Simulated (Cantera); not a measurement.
**Thermodynamics of sublimation and decomposition of ceramics, feed SiC + C + H₂**

A closed system holds: 1 mol SiC, 0.16 mol C, 0.59 mol H₂, held at 2525 K.

These are equilibrium values from Cantera (NASA tables, ideal gas, pure condensed phases), not measurements of a reactor. Candidate condensed phases: C, C₆H₆, C₇H₈, C₈H₁₈, Si, SiC; 87 gas species. Gases not in the tables: Si₂H₆ and higher silanes. Equilibrium is a limit: real reactors are often held back by kinetics, nucleation or transport.

From 1.00e-5 bar to 0.00100 bar the condensed part is C(graphite). From 0.0100 bar to 10.0 bar the condensed part is C(graphite) + SiC(s). The main Si-bearing gas is Si at 1.00e-5 bar and SiH₂ at 10.0 bar.

```
P (Pa)      x H₂      x H      x Si    x SiC₂      x C₃       x C    x Si₂C  x C₂H₂ (acetylene)  n C(graphite)  n SiC(s)
-------  -------  -------  --------  --------  --------  --------  --------  ------------------  -------------  --------
1        0.00294    0.481     0.322    0.0898    0.0730    0.0234  0.000109             3.53e-5         0.0978         0
10        0.0306    0.491     0.364     0.101   0.00730   0.00234   0.00139            0.000368          0.666         0
100        0.144    0.336     0.390     0.109  0.000730  0.000234    0.0160             0.00173          0.710         0
1000       0.570    0.212     0.145    0.0404   7.30e-5   2.34e-5    0.0221             0.00684          0.261     0.797
10000      0.884   0.0833    0.0145   0.00404   7.30e-6   2.34e-6   0.00221              0.0106          0.155     0.985
100000     0.958   0.0274   0.00145  0.000404   7.30e-7   2.34e-7  0.000221              0.0115          0.147     0.998
1000000    0.977  0.00876  0.000145   4.04e-5   7.30e-8   2.34e-8   2.21e-5              0.0117          0.145     1.000
```
x: gas mole fraction; n: condensed amount in mol.
